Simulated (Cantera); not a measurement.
Charge: 1 mol C₃H₆, 0.76 mol O₂, 38 mol H₂, equilibrated at 17.0 bar.

These are equilibrium values from Cantera (NASA tables, ideal gas, pure condensed phases), not measurements of a reactor. Candidate condensed phases: C, C₆H₆, C₇H₈, C₈H₁₈, H₂O; 131 gas species. Ions and electrons are included (thermal ionisation). Kinetics and transport are ignored. All values below are at 2500 K.

Base state: H₂ 0.945, CO 0.0357, C₂H₂ (acetylene) 0.0102, H 0.00593, CH₄ 0.00228, CH₃ 0.000257, C₂H₄ 0.000119, C₄H₂ 4.57e-5 (mole fractions); condensed: C(graphite).

Task: What changes in the equilibrium state with this change: pressure from 17.0 bar to 1.00 bar?

Result: 
| species | before | after |
|---|---|---|
| H₂ | 0.945 | 0.930 |
| CO | 0.0357 | 0.0353 |
| H | 0.00593 | 0.0242 |
| CH₄ | 0.00228 | 0.000130 |
| C₂H₂ (acetylene) | 0.0102 | 0.0101 |
| C₂H₄ | 0.000119 | 6.80e-6 |
| H₂O | 1.40e-5 | 7.98e-7 |
| CH₃ | 0.000257 | 6.08e-5 |
| C₂H | 4.61e-6 | 1.88e-5 |
| C(graphite), mol | 0.481 | 0.594 |
